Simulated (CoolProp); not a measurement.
Properties of octamethylcyclotetrasiloxane (D4) along the isotherm 346.85 °C.

Values from CoolProp's reference Helmholtz-energy equation of state, Thol 2015.

```
p (bar)          phase  density (kg/m³)  cp (kJ/(kg K))  Joule-Thomson coefficient (K/MPa)  isothermal compressibility (1/MPa)
-------  -------------  ---------------  --------------  ---------------------------------  ----------------------------------
2.59               gas            15.79           2.055                              7.672                               4.100
5.18               gas            33.76           2.078                              8.502                               2.207
7.77               gas            54.73           2.112                              9.574                               1.612
10.4               gas            80.48           2.167                              11.03                               1.357
13                 gas            112.9           2.264                              13.03                               1.270
15.5     supercritical            155.5           2.449                              15.63                               1.312
18.1     supercritical            222.4           2.845                              17.75                               1.426
20.7     supercritical            311.3           3.063                              13.63                               1.044
23.3     supercritical            379.5           2.851                              8.102                              0.5301
25.9     supercritical            420.8           2.672                              5.143                              0.2980
28.5     supercritical            447.9           2.567                              3.630                              0.1960
31.1     supercritical            467.8           2.502                              2.758                              0.1432
33.7     supercritical            483.4           2.459                              2.200                              0.1119
```
